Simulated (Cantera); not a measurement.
Charge: 1 mol N2O, 0.0077 mol SO2, 0.59 mol O2, held at 3100 K and 1.35 Torr.

These are equilibrium values from Cantera (NASA tables, ideal gas, pure condensed phases), not measurements of a reactor. Candidate condensed phases: S; 17 gas species. The numbers say what is thermodynamically allowed, not how fast it happens.

Base state: O 0.638, N2 0.317, O2 0.0294, NO 0.0127, S 0.00175, SO 0.000682, N 0.000345, SO2 5.38e-5 (mole fractions); condensed: gas only.

**Question.** What changes in the equilibrium state with this change: pressure from 1.35 Torr to 26.3 Torr?

**Answer.** 
| species | before | after |
|---|---|---|
| O | 0.638 | 0.386 |
| N2 | 0.317 | 0.366 |
| O2 | 0.0294 | 0.209 |
| NO | 0.0127 | 0.0365 |
| SO2 | 5.38e-5 | 0.00128 |
| S | 0.00175 | 0.000302 |
| N | 0.000345 | 8.41e-5 |
| SO | 0.000682 | 0.00138 |
